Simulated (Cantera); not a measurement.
Input: 1 mol Si, 0.039 mol N2O, 1.1 mol H2, held at 1748 K and 100 Torr.

Equilibrium computed with Cantera from the NASA thermochemical tables; the gas is ideal and each condensed phase is pure. Candidate condensed phases: H2O, Si, SiO2, Si2N2O, Si3N4; 35 gas species. Mutual solubility and eutectic melting of coexisting phases are not modelled. Gases not in the tables: Si2H6 and higher silanes. Equilibrium is a limit: real reactors are often held back by kinetics, nucleation or transport.

Base state: H2 0.989, N2 0.00539, SiO 0.00539, H 0.000622, SiH2 2.03e-5, Si 1.09e-5 (mole fractions); condensed: Si(l) + Si2N2O(s).

### Question
What changes in the equilibrium state with this change: temperature from 1748 K to 1950 K?

### Answer
```json
[
 {"species": "H2", "before": "0.989", "after": "0.931"},
 {"species": "SiO", "before": "0.00539", "after": "0.0330"},
 {"species": "N2", "before": "0.00539", "after": "0.0330"},
 {"species": "Si", "before": "1.09e-5", "after": "0.000179"},
 {"species": "SiH", "before": "5.28e-6", "after": "4.81e-5"},
 {"species": "H", "before": "0.000622", "after": "0.00303"},
 {"species": "SiH2", "before": "2.03e-5", "after": "7.38e-5"},
 {"species": "Si(l), mol", "before": "0.928", "after": "0.961"},
 {"species": "Si2N2O(s), mol", "before": "0.0330", "after": "0"}
]
```
